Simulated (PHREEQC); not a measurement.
# Spent oxide etchant: speciation

Make-up at 20 °C: 0.0059 mol HF and 0.00042 mol (NH4)2SiF6 per kg of water. Closed to the air; pH follows from the charge balance.

All values are PHREEQC results (ion-association model, phreeqc.dat), not measurements.

```yaml
pH: 2.76
ionic_strength: 0.00309 mol/kgw
total_alkalinity: -7.58 meq/kg
```

| species | molality | activity | log γ |
|---|---|---|---|
| HF | 0.00404 | 0.00404 | 0.000 |
| H+ | 0.00183 | 0.00173 | -0.024 |
| F- | 0.00181 | 0.00170 | -0.026 |
| NH4+ | 0.000840 | 0.000790 | -0.027 |
| SiF6-2 | 0.000419 | 0.000331 | -0.103 |
| HF2- | 2.69e-5 | 2.53e-5 | -0.026 |
| H4SiO4 | 6.25e-7 | 6.25e-7 | 0.000 |

No solid was allowed to form. SiF6-2 is the database's only silicon fluoride.
